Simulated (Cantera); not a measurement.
A perfectly stirred reactor is fed with 13.0 % H2, 10.0 % O2, 77.0 % N2, equivalence ratio 0.65, at 0.133 bar; it is held at 1125 K, and followed from long to short residence time.

Computed with Cantera and the H2/O2 subset of GRI-Mech 3.0, which has no nitrogen chemistry. The temperature is held fixed by assumption; the heat of reaction is taken as removed at once.

One state of this run: x H2 = 0.00115; x O2 = 0.0378; x H2O2 = 7.12e-7; x H2O = 0.137; x HO2 = 4.51e-6; x O = 0.000299; x H = 0.000368. x: mole fraction; the columns are a selection and need not sum to one.

Question: Which value of τ (s) does it belong to?
(A) 0.0035
(B) 0.018
(C) 0.041
(D) 0.21

Answer: D, 0.21
